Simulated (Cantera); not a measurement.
## Premixed flame

A freely propagating, adiabatic, planar premixed flame of 8.63 % CH4, 0.371 % CO, 23.0 % O2, 64.3 % N2, 3.71 % H2O, equivalence ratio 0.76, unburnt at 450 K and 0.158 atm; unity-Lewis-number transport, grid criteria slope 0.08 and curve 0.16, no radiation.

Cantera simulation using GRI-Mech 3.0 (53 species, 325 reactions); the numbers are that mechanism's predictions, not measurements. Unity Lewis numbers drop preferential diffusion, which matters most where H2 and H carry the flame. Burning velocities carry a grid error of a few per cent, more on coarse grids.

```json
[
 {"z (mm)": "-5.54", "T (K)": "450", "u (m/s)": "0.908", "x CH4": "0.0863", "x CO": "0.00372", "x O2": "0.230", "x NO": "<1e-8", "x H2": "2.16e-6", "x N2O": "<1e-8"},
 {"z (mm)": "-3.70", "T (K)": "452", "u (m/s)": "0.912", "x CH4": "0.0862", "x CO": "0.00377", "x O2": "0.229", "x NO": "<1e-8", "x H2": "3.13e-5", "x N2O": "<1e-8"},
 {"z (mm)": "-2.77", "T (K)": "458", "u (m/s)": "0.924", "x CH4": "0.0858", "x CO": "0.00398", "x O2": "0.229", "x NO": "1.22e-8", "x H2": "0.000143", "x N2O": "<1e-8"},
 {"z (mm)": "-1.85", "T (K)": "502", "u (m/s)": "1.01", "x CH4": "0.0830", "x CO": "0.00543", "x O2": "0.225", "x NO": "8.23e-8", "x H2": "0.000928", "x N2O": "<1e-8"},
 {"z (mm)": "-0.924", "T (K)": "830", "u (m/s)": "1.69", "x CH4": "0.0612", "x CO": "0.0169", "x O2": "0.192", "x NO": "7.07e-7", "x H2": "0.00712", "x N2O": "<1e-8"},
 {"z (mm)": "-0.462", "T (K)": "1214", "u (m/s)": "2.50", "x CH4": "0.0333", "x CO": "0.0316", "x O2": "0.149", "x NO": "1.56e-6", "x H2": "0.0148", "x N2O": "<1e-8"},
 {"z (mm)": "0", "T (K)": "1593", "u (m/s)": "3.34", "x CH4": "0.00691", "x CO": "0.0443", "x O2": "0.100", "x NO": "2.83e-6", "x H2": "0.0182", "x N2O": "1.62e-8"},
 {"z (mm)": "0.462", "T (K)": "1723", "u (m/s)": "3.62", "x CH4": "0.000405", "x CO": "0.0399", "x O2": "0.0769", "x NO": "4.14e-6", "x H2": "0.0132", "x N2O": "2.38e-8"},
 {"z (mm)": "0.924", "T (K)": "1756", "u (m/s)": "3.68", "x CH4": "1.44e-5", "x CO": "0.0320", "x O2": "0.0705", "x NO": "5.09e-6", "x H2": "0.0121", "x N2O": "2.79e-8"},
 {"z (mm)": "1.85", "T (K)": "1799", "u (m/s)": "3.76", "x CH4": "2.34e-8", "x CO": "0.0239", "x O2": "0.0664", "x NO": "6.63e-6", "x H2": "0.0127", "x N2O": "2.96e-8"},
 {"z (mm)": "3.70", "T (K)": "1860", "u (m/s)": "3.87", "x CH4": "<1e-8", "x CO": "0.0195", "x O2": "0.0639", "x NO": "9.40e-6", "x H2": "0.0120", "x N2O": "3.13e-8"},
 {"z (mm)": "7.39", "T (K)": "1937", "u (m/s)": "4.01", "x CH4": "<1e-8", "x CO": "0.0170", "x O2": "0.0621", "x NO": "1.46e-5", "x H2": "0.0100", "x N2O": "3.62e-8"},
 {"z (mm)": "14.8", "T (K)": "2024", "u (m/s)": "4.16", "x CH4": "<1e-8", "x CO": "0.0139", "x O2": "0.0602", "x NO": "2.57e-5", "x H2": "0.00747", "x N2O": "4.55e-8"}
]
```
x: mole fraction of selected species; z is measured from the peak of heat release.

```yaml
laminar_burning_velocity: 90.8 cm/s
thermal_thickness: 1.85 mm
peak x(H2): 0.0186
grid_points: 136
```
